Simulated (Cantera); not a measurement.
An isothermal, constant-pressure homogeneous reactor starts with CH₄ : H₂ : CO₂ : H₂O = 0.012 : 1 : 0.0086 : 0.0047 (molar parts), at 2298 K and 20.0 Torr.

Detailed kinetics in Cantera: GRI-Mech 3.0 (53 species, 325 reactions). Radical loss at walls, strong at low pressure, is not modelled.

x: mole fraction; the columns are a selection and need not sum to one.

```json
[
 {"t (s)": "4.00e-6", "x CH₄": "0.0117", "x H₂": "0.975", "x CO₂": "0.00839", "x O": "1.35e-10", "x HCO": "<1e-12", "x C₂H₆": "3.12e-12"},
 {"t (s)": "1.29e-5", "x CH₄": "0.0117", "x H₂": "0.975", "x CO₂": "0.00839", "x O": "1.39e-10", "x HCO": "<1e-12", "x C₂H₆": "1.04e-10"},
 {"t (s)": "4.15e-5", "x CH₄": "0.0116", "x H₂": "0.975", "x CO₂": "0.00838", "x O": "1.85e-10", "x HCO": "5.07e-12", "x C₂H₆": "1.32e-9"},
 {"t (s)": "0.000134", "x CH₄": "0.0115", "x H₂": "0.974", "x CO₂": "0.00835", "x O": "7.12e-10", "x HCO": "2.41e-10", "x C₂H₆": "1.17e-8"},
 {"t (s)": "0.000431", "x CH₄": "0.0111", "x H₂": "0.972", "x CO₂": "0.00799", "x O": "6.37e-9", "x HCO": "6.20e-9", "x C₂H₆": "8.73e-8"},
 {"t (s)": "0.00139", "x CH₄": "0.00962", "x H₂": "0.964", "x CO₂": "0.00522", "x O": "7.31e-8", "x HCO": "4.92e-8", "x C₂H₆": "3.55e-7"},
 {"t (s)": "0.00447", "x CH₄": "0.00467", "x H₂": "0.952", "x CO₂": "0.000183", "x O": "4.68e-7", "x HCO": "1.01e-7", "x C₂H₆": "2.06e-7"},
 {"t (s)": "0.0144", "x CH₄": "0.000855", "x H₂": "0.948", "x CO₂": "2.00e-5", "x O": "8.58e-7", "x HCO": "4.10e-8", "x C₂H₆": "9.56e-9"},
 {"t (s)": "0.0464", "x CH₄": "?", "x H₂": "0.943", "x CO₂": "1.97e-5", "x O": "?", "x HCO": "?", "x C₂H₆": "?"},
 {"t (s)": "0.150", "x CH₄": "?", "x H₂": "0.937", "x CO₂": "?", "x O": "?", "x HCO": "?", "x C₂H₆": "2.29e-10"},
 {"t (s)": "0.482", "x CH₄": "1.79e-5", "x H₂": "0.928", "x CO₂": "6.00e-6", "x O": "5.69e-7", "x HCO": "6.26e-9", "x C₂H₆": "7.43e-12"},
 {"t (s)": "1.55", "x CH₄": "1.36e-7", "x H₂": "0.923", "x CO₂": "4.39e-6", "x O": "4.90e-7", "x HCO": "5.67e-9", "x C₂H₆": "<1e-12"},
 {"t (s)": "5.00", "x CH₄": "7.23e-11", "x H₂": "0.923", "x CO₂": "4.39e-6", "x O": "4.92e-7", "x HCO": "5.67e-9", "x C₂H₆": "<1e-12"}
]
```

Task: Complete the blanks.

Result: 
- 0.0464, x CH₄: 0.000300
- 0.0464, x O: 1.09e-6
- 0.0464, x HCO: 2.23e-8
- 0.0464, x C₂H₆: 1.44e-9
- 0.150, x CH₄: 0.000108
- 0.150, x CO₂: 1.35e-5
- 0.150, x O: 9.16e-7
- 0.150, x HCO: 1.10e-8
